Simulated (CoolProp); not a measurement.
R245ca along the isotherm 450 K: Z from the reference equation and from simpler models built on Tc = 447.6 K, pc = 3.941 MPa, ω = 0.355; each cubic takes its own stable root.

Model: reference Helmholtz-energy equation of state, Zhou 2016, in CoolProp.

| p (MPa) | phase | reference | van der Waals | Peng-Robinson |
|---|---|---|---|---|
| 0.0316 | gas | 0.9972 | 0.9976 | 0.9970 |
| 0.0511 | gas | 0.9955 | 0.9962 | 0.9952 |
| 0.0825 | gas | 0.9927 | 0.9938 | 0.9922 |
| 0.133 | gas | 0.9883 | 0.9900 | 0.9873 |
| 0.215 | gas | 0.9809 | 0.9838 | 0.9795 |
| 0.348 | gas | 0.9690 | 0.9736 | 0.9666 |
| 0.562 | gas | 0.9493 | 0.9567 | 0.9455 |
| 0.909 | gas | 0.9165 | 0.9282 | 0.9102 |
| 1.47 | gas | 0.8600 | 0.8785 | 0.8500 |
| 2.37 | gas | 0.7554 | 0.7857 | 0.7414 |
| 3.83 | gas | 0.4753 | 0.5301 | 0.4750 |
| 6.19 | supercritical | 0.2533 | 0.3615 | 0.2726 |
| 10 | supercritical | 0.3689 | 0.5170 | 0.3766 |
